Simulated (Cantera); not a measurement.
## Thermodynamics of boron, boron nitride and boron oxide, feed B2O3 + N2

A closed system holds: 1 mol B2O3, 1.1 mol N2, at 1975 °C.

Equilibrium computed with Cantera from the NASA thermochemical tables; the gas is ideal and each condensed phase is pure. Candidate condensed phases: B, BN, B2O3; 17 gas species. The numbers say what is thermodynamically allowed, not how fast it happens.

| P (Pa) | x N2 | x B2O3 | x BO | x BO2 | x O | x O2 | x NO | x B2O2 | n B2O3(l) |
|---|---|---|---|---|---|---|---|---|---|
| 10 | 0.427 | 0.236 | 0.189 | 0.114 | 0.0262 | 0.00516 | 0.00162 | 0.000948 | 0 |
| 28 | 0.462 | 0.316 | 0.120 | 0.0865 | 0.0112 | 0.00262 | 0.00120 | 0.00106 | 0 |
| 77 | 0.485 | 0.373 | 0.0737 | 0.0602 | 0.00458 | 0.00122 | 0.000839 | 0.00111 | 0 |
| 220 | 0.500 | 0.413 | 0.0437 | 0.0393 | 0.00176 | 0.000514 | 0.000554 | 0.00112 | 0 |
| 600 | 0.510 | 0.436 | 0.0262 | 0.0254 | 0.000697 | 0.000220 | 0.000365 | 0.00110 | 0 |
| 1700 | 0.515 | 0.452 | 0.0152 | 0.0160 | 0.000266 | 9.07e-5 | 0.000236 | 0.00105 | 0 |
| 4600 | 0.519 | 0.461 | 0.00896 | 0.0102 | 0.000107 | 3.98e-5 | 0.000157 | 0.000982 | 0 |
| 13000 | 0.521 | 0.467 | 0.00507 | 0.00648 | 4.25e-5 | 1.76e-5 | 0.000105 | 0.000888 | 0 |
| 36000 | 0.522 | 0.470 | 0.00285 | 0.00419 | 1.76e-5 | 8.43e-6 | 7.24e-5 | 0.000778 | 0 |
| 100000 | 0.527 | 0.468 | 0.00157 | 0.00274 | 7.54e-6 | 4.28e-6 | 5.18e-5 | 0.000653 | 0.0159 |
x: gas mole fraction; n: condensed amount in mol.

From 10.0 Pa to 36000 Pa nothing is condensed. At 100000 Pa the condensed part is B2O3(l). The main B-bearing gas is B2O3 throughout.
